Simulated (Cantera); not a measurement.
Charge: 1 mol Si, 0.0067 mol H2O, 840 mol N2, equilibrated at 2025 K and 0.0100 bar.

Method: chemical equilibrium by Gibbs-energy minimisation in Cantera with the NASA 1993 tables (ideal gas, pure condensed phases). Candidate condensed phases: H2O, Si, SiO2, Si2N2O, Si3N4; 35 gas species. The tables' values for SiN are old estimates; treat these amounts as uncertain. Rates play no part.

Base state: N2 0.999, Si 0.00113, SiN 2.78e-5, H 1.47e-5 (mole fractions); condensed: gas only.

What changes in the equilibrium state with this change: temperature from 2025 K to 1300 K?


| species | before | after |
|---|---|---|
| N2 | 0.999 | 1.000 |
| H | 1.47e-5 | 3.12e-8 |
| Si | 0.00113 | <1e-9 |
| SiN | 2.78e-5 | <1e-9 |
| Si2N2O(s), mol | 0 | 0.00669 |
| Si3N4(s), mol | 0 | 0.329 |
N2 is the only nitrogen source here; it is nearly inert below about 1500 K, so the nitride shown seldom forms there in practice. Mutual solubility and eutectic melting of coexisting phases are not modelled.
